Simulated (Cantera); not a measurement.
Input: 1 mol SiC, 1.5 mol H₂O, 2.7 mol N₂, held at 133 Pa.

Cantera equilibrium calculation (NASA polynomials, part measured and part estimated; ideal gas, pure solids and liquids). Candidate condensed phases: C, C₆H₆, C₇H₈, C₈H₁₈, H₂O, Si, SiC, SiO₂, Si₂N₂O, Si₃N₄; 151 gas species. N₂ is the only nitrogen source here; it is nearly inert below about 1500 K, so the nitride shown seldom forms there in practice. Mutual solubility and eutectic melting of coexisting phases are not modelled. The numbers say what is thermodynamically allowed, not how fast it happens.

**Question.** Which condensed phases are stable at each of these points (T (°C)): 652, 727, 802, 877, 952, 1027, 1102, 1177, 1252, 1327, 1402, 1477, 1552?

**Answer.** 
| T (°C) | condensed phases | Si condensed (%) |
|---|---|---|
| 652 | C(graphite) + SiO₂(β-quartz) + Si₂N₂O(s) | 100.0 |
| 727 | C(graphite) + SiO₂(β-quartz) + Si₂N₂O(s) | 100.0 |
| 802 | C(graphite) + SiO₂(β-quartz) + Si₂N₂O(s) | 100.0 |
| 877 | Si₂N₂O(s) | 100.0 |
| 952 | Si₂N₂O(s) | 100.0 |
| 1027 | Si₂N₂O(s) | 100.0 |
| 1102 | Si₂N₂O(s) | 99.9 |
| 1177 | SiC(s) + Si₂N₂O(s) | 99.7 |
| 1252 | SiC(s) + Si₂N₂O(s) | 97.5 |
| 1327 | SiC(s) + Si₂N₂O(s) | 82.4 |
| 1402 | SiC(s) | 25.0 |
| 1477 | SiC(s) | 24.9 |
| 1552 | SiC(s) | 24.6 |

From 652 °C to 802 °C the condensed part is C(graphite) + SiO₂(β-quartz) + Si₂N₂O(s). From 877 °C to 1102 °C the condensed part is Si₂N₂O(s). From 1177 °C to 1327 °C the condensed part is SiC(s) + Si₂N₂O(s). From 1402 °C to 1552 °C the condensed part is SiC(s).
